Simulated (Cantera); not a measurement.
# Reactions in the system H-O-Zr

Cantera with NASA thermochemical tables; ideal gases at 1 bar, condensed phases pure. Values are per mole of reaction as written; species without (g) are pure solids or liquids, kept so even where they would boil at 1 bar.

Zr + 2 H2O(g) ⇌ ZrO2(g) + 4 H(g)

| T (K) | ΔH° (kJ) | ΔS° (J/K) | ΔG° (kJ) | log10 K | condensed phases |
|---|---|---|---|---|---|
| 300 | 1069.5 | 316.3 | 974.6 | -169.69 | Zr(α) |
| 1323 | 1096.9 | 361.8 | 618.3 | -24.41 | Zr(β) |
| 1373 | 1097.9 | 362.5 | 600.2 | -22.83 | Zr(β) |
| 1423 | 1098.8 | 363.2 | 582.0 | -21.36 | Zr(β) |
| 1473 | 1099.7 | 363.8 | 563.8 | -19.99 | Zr(β) |
| 1523 | 1100.5 | 364.3 | 545.6 | -18.71 | Zr(β) |
| 1573 | 1101.2 | 364.8 | 527.4 | -17.51 | Zr(β) |
| 1623 | 1101.8 | 365.2 | 509.2 | -16.39 | Zr(β) |
| 1673 | 1102.5 | 365.5 | 490.9 | -15.33 | Zr(β) |
| 1723 | 1103.0 | 365.9 | 472.6 | -14.33 | Zr(β) |
